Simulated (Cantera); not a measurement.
An adiabatic, constant-pressure homogeneous reactor starts with 10.0 % CH₄, 0.974 % H₂, 18.7 % O₂, 70.3 % N₂, equivalence ratio 1.1, at 1125 K and 5.50 bar.

Cantera simulation using GRI-Mech 3.0 (53 species, 325 reactions); the numbers are that mechanism's predictions, not measurements.

Predict: time of steepest temperature rise; temperature at 1.00 s; equilibrium temperature; x(H₂) at 1.00 s; x(O₂) at 1.00 s; x(H₂O) at 1.00 s; x(H) at 1.00 s; x(CO₂) at 1.00 s.


```
Property                                                            Result
---------------------------------  ---------------------------------------
time of steepest temperature rise                                  6.61 ms
temperature at 1.00 s                                               2704 K
equilibrium temperature                                             2704 K
x(H₂) at 1.00 s                      0.0169 (gas-phase equilibrium 0.0169)
x(O₂) at 1.00 s                    0.00467 (gas-phase equilibrium 0.00467)
x(H₂O) at 1.00 s                       0.182 (gas-phase equilibrium 0.182)
x(H) at 1.00 s                     0.00322 (gas-phase equilibrium 0.00322)
x(CO₂) at 1.00 s                     0.0600 (gas-phase equilibrium 0.0600)
```
